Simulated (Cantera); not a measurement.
## Thermodynamics of iron carbonyl, mercury and lead vapours, feed Hg + O2 + N2

Input: 1 mol Hg, 1.8 mol O2, 3.2 mol N2, held at 45000 Pa.

Equilibrium computed with Cantera from the NASA thermochemical tables; the gas is ideal and each condensed phase is pure. Candidate condensed phases: Hg, HgO; 10 gas species. Equilibrium is a limit: real reactors are often held back by kinetics, nucleation or transport.

From 202 °C to 352 °C the condensed part is HgO(s). At 377 °C nothing is condensed. The main Hg-bearing gas is Hg throughout.

```json
[
 {"T (°C)": "202", "x N2": "0.711", "x O2": "0.289", "x Hg": "6.77e-6", "x NO2": "1.79e-8", "x NO": "1.85e-10", "n HgO(s)": "1.000"},
 {"T (°C)": "227", "x N2": "0.711", "x O2": "0.289", "x Hg": "4.52e-5", "x NO2": "2.72e-8", "x NO": "5.89e-10", "n HgO(s)": "1.000"},
 {"T (°C)": "252", "x N2": "0.711", "x O2": "0.289", "x Hg": "0.000250", "x NO2": "3.99e-8", "x NO": "1.68e-9", "n HgO(s)": "0.999"},
 {"T (°C)": "277", "x N2": "0.710", "x O2": "0.289", "x Hg": "0.00118", "x NO2": "5.63e-8", "x NO": "4.34e-9", "n HgO(s)": "0.995"},
 {"T (°C)": "302", "x N2": "0.706", "x O2": "0.289", "x Hg": "0.00486", "x NO2": "7.71e-8", "x NO": "1.03e-8", "n HgO(s)": "0.978"},
 {"T (°C)": "327", "x N2": "0.692", "x O2": "0.290", "x Hg": "0.0177", "x NO2": "1.02e-7", "x NO": "2.27e-8", "n HgO(s)": "0.918"},
 {"T (°C)": "352", "x N2": "0.650", "x O2": "0.293", "x Hg": "0.0576", "x NO2": "1.30e-7", "x NO": "4.59e-8", "n HgO(s)": "0.716"},
 {"T (°C)": "377", "x N2": "0.533", "x O2": "0.300", "x Hg": "0.167", "x NO2": "1.55e-7", "x NO": "8.28e-8", "n HgO(s)": "0"}
]
```
x: gas mole fraction; n: condensed amount in mol.
